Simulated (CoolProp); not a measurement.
A Linde-Hampson liquefier for methane: isothermal reversible compression at 300 K from 1 atm to 40 MPa, throttling to 1 atm, return gas leaving the recuperator 2 K below the feed. Each further row changes one setting.

Model: reference Helmholtz-energy equation of state, Setzmann 1991, in CoolProp.

```tsv
case	liquid yield per pass	compression work (kJ/kg of gas)
as stated	?	877
high pressure 80 MPa	?	?
warm-end temperature 330 K	?	?
warm-end gap 7 K	?	877
```

Q: Complete the blanks.

A: 
- as stated, liquid yield per pass: 0.245
- high pressure 80 MPa, liquid yield per pass: 0.220
- high pressure 80 MPa, compression work (kJ/kg of gas): 1020
- warm-end temperature 330 K, liquid yield per pass: 0.196
- warm-end temperature 330 K, compression work (kJ/kg of gas): 986
- warm-end gap 7 K, liquid yield per pass: 0.236
